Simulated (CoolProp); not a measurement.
Aqueous methanol as a coolant, at -4 °C, 1 atm.

Model: Melinder's fits for secondary coolants, in CoolProp.

```
mass %  freezing point (°C)  viscosity (mPa s)  Prandtl number  cp (kJ/(kg K))  conductivity (W/(m K))
------  -------------------  -----------------  --------------  --------------  ----------------------
12                     -8.1               3.16            27.0           4.217                   0.494
17.5                  -12.8               3.64            31.9           4.108                   0.469
22.9                  -17.9               4.01            36.0           3.991                   0.445
28.3                  -23.7               4.25            39.1           3.874                   0.421
33.8                  -30.3               4.35            41.0           3.760                   0.398
39.2                  -37.6               4.29            41.5           3.648                   0.377
44.7                  -45.8               4.11            40.6           3.529                   0.357
```
